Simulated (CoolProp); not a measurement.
Oxygen along the isobar 4.07 MPa: Z from the reference equation and from simpler models built on Tc = -118.6 °C, pc = 5.046 MPa, ω = 0.022; each cubic takes its own stable root.

Values from CoolProp's reference Helmholtz-energy equation of state, Schmidt 1985.

```tsv
T (°C)	phase	reference	van der Waals	Redlich-Kwong
-130.85	liquid	0.1363	0.2006	0.1496
-114.05	gas	…	0.7061	0.6831
-97.25	gas	0.7943	…	0.7913
-80.55	gas	0.8544	…	…
-63.75	gas	0.8933	0.8819	0.8900
-46.95	gas	0.9202	…	…
-30.15	gas	0.9397	…	0.9364
-13.35	gas	0.9542	0.9400	0.9508
```

Problem. Some entries are withheld; supply them.

Solution. 
- -114.05, reference: 0.6841
- -97.25, van der Waals: 0.7948
- -80.55, van der Waals: 0.8468
- -80.55, Redlich-Kwong: 0.8512
- -46.95, van der Waals: 0.9070
- -46.95, Redlich-Kwong: 0.9169
- -30.15, van der Waals: 0.9257
